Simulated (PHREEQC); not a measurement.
# Sulfide liquor: an equilibrium model

Solution (10 °C): 0.0054 mol/kgw NaHS. Closed to the air; pH follows from the charge balance.

All values are PHREEQC results (ion-association model, wateq4f.dat), not measurements.

Each row changes one thing in this solution. This is a speciation only: nothing precipitates in the calculation.

| case | pH | ionic strength (mol/kgw) |
|---|---|---|
| as made | 9.66 | 0.00540 |
| NaHS from 0.0054 to 0.0108 mol/kgw | 9.78 | 0.0108 |
| NaHS replaced by NaHCO3 at the same molality | 8.40 | 0.00544 |
| 0.0051 mol/kgw H2SO4 added | 2.44 | 0.0136 |
| NaHS replaced by Na2SiF6 at the same molality | 3.20 | 0.0165 |
| NaHS from 0.0054 to 0.0027 mol/kgw | 9.53 | 0.00270 |

Some of these states are supersaturated (in Quartz (slow to form), Chalcedony (slow to form), for instance). At this temperature some constants are extrapolated from 25 °C, and those without enthalpy data are left unchanged. The polysulfide entries of wateq4f.dat were taken out for this run.
